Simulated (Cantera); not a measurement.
A closed system holds: 1 mol C₃H₆, 4 mol H₂, 0.24 mol N₂, equilibrated at 1302 °C and 120000 Pa.

Method: chemical equilibrium by Gibbs-energy minimisation in Cantera with the NASA 1993 tables (ideal gas, pure condensed phases). Candidate condensed phases: C, C₆H₆, C₇H₈, C₈H₁₈; 92 gas species. Rates play no part.

Base state: H₂ 0.965, N₂ 0.0331, CH₄ 0.00203, HCN 0.000312, H 3.73e-5, C₂H₂ (acetylene) 2.04e-5, NH₃ 1.03e-5 (mole fractions); condensed: C(graphite).

### Question
What changes in the equilibrium state with this change: C₃H₆ replaced by CO?

### Answer
| species | before | after |
|---|---|---|
| H₂ | 0.965 | 0.763 |
| CO | 0 | 0.190 |
| N₂ | 0.0331 | 0.0458 |
| H₂O | 0 | 0.000516 |
| CO₂ | 0 | 4.44e-5 |
| C₂H₂ (acetylene) | 2.04e-5 | 1.93e-6 |
| C(graphite), mol | 2.98 | 0 |
Further candidate phases: H₂O.
